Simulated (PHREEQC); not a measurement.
Consider water at 20 °C with 0.0052 mol/kgw FeCl3, 0.015 mol/kgw Na2SeO4 and 0.022 mol/kgw Na2SO4. Closed to the air; pH follows from the charge balance.

Model: ion-association model, wateq4f.dat, run in PHREEQC.

This is a speciation only: nothing precipitates in the calculation.

Question: Estimate the pH, ionic strength.

Answer: pH 3.13; ionic strength 0.113 mol/kgw.

Question: In which forms is S present?

Answer: SO4-2 71 %, FeSO4+ 14 %, NaSO4- 8.9 %, Fe(SO4)2- 3.4 %, HSO4- 2.1 % of the S.

The solution is supersaturated, for example in Jarosite-Na, Fe(OH)3(a), so a real one may precipitate; this is no full list. Complexes and solids missing from the database can't appear.
